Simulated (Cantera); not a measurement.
An isothermal, constant-pressure homogeneous reactor starts with 1.72 % CH₄, 98.3 % N₂, at 1923 K and 0.300 bar.

Model: GRI-Mech 3.0 (53 species, 325 reactions), integrated in Cantera. GRI-Mech 3.0 stops at C3 and has no aromatics, soot or wall deposition, so with more carbon than oxygen in the feed, carbon stays in small species such as C2H2 where larger ones or solid carbon would form.

Q: Predict: x(CH₄) at 20.0 s; x(C₂H₂) at 20.0 s; x(C₂H₄) at 20.0 s; x(C₂H) at 20.0 s; x(H₂) at 20.0 s; x(CH₂) at 20.0 s.

A: 
```json
{
  "x(CH₄) at 20.0 s": "8.62e-7 (gas-phase equilibrium 7.23e-7)",
  "x(C₂H₂) at 20.0 s": "0.00840 (gas-phase equilibrium 0.000594)",
  "x(C₂H₄) at 20.0 s": "6.67e-7 (gas-phase equilibrium 4.72e-8)",
  "x(C₂H) at 20.0 s": "1.30e-6 (gas-phase equilibrium 9.21e-8)",
  "x(H₂) at 20.0 s": "0.0253 (gas-phase equilibrium 0.0253)",
  "x(CH₂) at 20.0 s": "2.50e-9 (gas-phase equilibrium 2.10e-9)"
}
```
